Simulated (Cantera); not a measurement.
A closed system holds: 1 mol LiCl, a varied amount of H₂, at 2150 K and 0.0270 bar.

Cantera equilibrium calculation (NASA polynomials, part measured and part estimated; ideal gas, pure solids and liquids). Candidate condensed phases: Li, LiCl, LiH; 11 gas species. Rates play no part.

At 0.12 mol H₂, list the 7 most abundant gas species with their mole fractions, and the condensed phases.

LiCl 0.867, H₂ 0.0950, Li 0.0148, HCl 0.0140, H 0.00791, Cl 0.000853, Li₂Cl₂ 0.000389. Condensed: gas only.
